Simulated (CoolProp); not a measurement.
Values from CoolProp's reference Helmholtz-energy equation of state, Span 2000.

Question: For nitrogen, give the phase and the Joule-Thomson coefficient (K/MPa), viscosity (µPa s) at 198.2 K and 0.875 MPa; 220.8 K and 0.875 MPa.

Answer: 
- 198.2 K and 0.875 MPa: gas; Joule-Thomson coefficient 4.66, viscosity 13.0
- 220.8 K and 0.875 MPa: gas; Joule-Thomson coefficient 3.82, viscosity 14.2

Viscosity comes from a separate model (Lemmon 2004).
